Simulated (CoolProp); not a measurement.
A single-stage vapour-compression cycle with R143a: evaporating at 212.15 K (dew point), condensing at 273.15 K (bubble point), superheat 8 K, subcooling 8 K, compressor efficiency 0.8, no pressure losses. Each further row changes one setting.

Values from CoolProp's reference Helmholtz-energy equation of state, Lemmon and Jacobsen 2000.

```json
[
 {"case": "as stated", "cooling COP": "2.23", "pressure ratio": "12.3", "discharge temperature (K)": "316.4", "refrigerating effect (kJ/kg)": "170", "volumetric capacity (kJ/m³)": "402"},
 {"case": "evaporating temperature 217.15 K", "cooling COP": "2.55", "pressure ratio": "9.44", "discharge temperature (K)": "311.8", "refrigerating effect (kJ/kg)": "173", "volumetric capacity (kJ/m³)": "527"},
 {"case": "condensing temperature 268.15 K", "cooling COP": "2.50", "pressure ratio": "10.5", "discharge temperature (K)": "309.9", "refrigerating effect (kJ/kg)": "177", "volumetric capacity (kJ/m³)": "420"},
 {"case": "subcooling 13 K", "cooling COP": "2.33", "pressure ratio": "12.3", "discharge temperature (K)": "316.4", "refrigerating effect (kJ/kg)": "177", "volumetric capacity (kJ/m³)": "420"},
 {"case": "superheat 18 K", "cooling COP": "2.23", "pressure ratio": "12.3", "discharge temperature (K)": "327.5", "refrigerating effect (kJ/kg)": "178", "volumetric capacity (kJ/m³)": "401"},
 {"case": "compressor efficiency 0.7", "cooling COP": "1.96", "pressure ratio": "12.3", "discharge temperature (K)": "326.6", "refrigerating effect (kJ/kg)": "170", "volumetric capacity (kJ/m³)": "402"}
]
```
